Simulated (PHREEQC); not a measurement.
1.8 g of hydrous ferric oxide (600 m²/g; 0.2 weak and 0.005 strong sites per Fe, Dzombak-Morel constants, diffuse double layer) in 1 kg of water with 0.001 mol/kgw of an inert sodium salt, at 25 °C; the pH is set by adding NaOH or the inert anion's acid. O2 is buffered at 0.21 atm. CO2 from the air is kept out. Precipitation was switched off in this run.

Base run: PHREEQC, ion-association model, wateq4f.dat. Each further column changes one thing. The table gives surface charge σ (C/m²).

```json
[
 {"pH": "3", "base": "0.279", "background salt from 0.001 to 0.0001 mol/kgw": "0.264", "oxide from 1.8 to 9 g/kgw": "0.325", "0.0053 mol/kgw Na2HAsO4 added": "0.008"},
 {"pH": "4", "base": "0.137", "background salt from 0.001 to 0.0001 mol/kgw": "0.105", "oxide from 1.8 to 9 g/kgw": "0.194", "0.0053 mol/kgw Na2HAsO4 added": "0.003"},
 {"pH": "5", "base": "0.056", "background salt from 0.001 to 0.0001 mol/kgw": "0.029", "oxide from 1.8 to 9 g/kgw": "0.077", "0.0053 mol/kgw Na2HAsO4 added": "-0.005"},
 {"pH": "6", "base": "0.020", "background salt from 0.001 to 0.0001 mol/kgw": "0.008", "oxide from 1.8 to 9 g/kgw": "0.023", "0.0053 mol/kgw Na2HAsO4 added": "-0.017"},
 {"pH": "7", "base": "0.006", "background salt from 0.001 to 0.0001 mol/kgw": "0.002", "oxide from 1.8 to 9 g/kgw": "0.006", "0.0053 mol/kgw Na2HAsO4 added": "-0.034"},
 {"pH": "8", "base": "0.000", "background salt from 0.001 to 0.0001 mol/kgw": "0.000", "oxide from 1.8 to 9 g/kgw": "0.000", "0.0053 mol/kgw Na2HAsO4 added": "-0.049"},
 {"pH": "9", "base": "-0.004", "background salt from 0.001 to 0.0001 mol/kgw": "-0.002", "oxide from 1.8 to 9 g/kgw": "-0.005", "0.0053 mol/kgw Na2HAsO4 added": "-0.064"},
 {"pH": "10", "base": "-0.016", "background salt from 0.001 to 0.0001 mol/kgw": "-0.008", "oxide from 1.8 to 9 g/kgw": "-0.018", "0.0053 mol/kgw Na2HAsO4 added": "-0.105"},
 {"pH": "11", "base": "-0.057", "background salt from 0.001 to 0.0001 mol/kgw": "-0.047", "oxide from 1.8 to 9 g/kgw": "-0.070", "0.0053 mol/kgw Na2HAsO4 added": "-0.181"}
]
```

The oxide is taken as insoluble; below pH 4 it would dissolve.
